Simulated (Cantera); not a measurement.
A freely propagating, adiabatic, planar premixed flame of H2 : O2 : N2 = 1 : 0.25 : 0.94 (molar parts), unburnt at 575 K and 3750 Torr; mixture-averaged transport, grid criteria slope 0.08 and curve 0.16, no radiation.

Detailed kinetics in Cantera: the H2/O2 subset of GRI-Mech 3.0, which has no nitrogen chemistry. The hydrogen kinetics of GRI-Mech 3.0 are dated; newer H2 mechanisms differ, most at raised pressure. Burning velocities carry a grid error of a few per cent, more on coarse grids.

Problem. What does this change do: H2 1 to 0.75 parts?

Solution. 
| quantity | before | after |
|---|---|---|
| laminar burning velocity | 852 cm/s | 859 cm/s |
| thermal thickness | 0.0559 mm | 0.0551 mm |
| peak x(OH) | 0.00471 | 0.0108 |
| peak x(O) | 0.00260 | 0.00489 |
| peak x(HO2) | 0.000881 | 0.000950 |
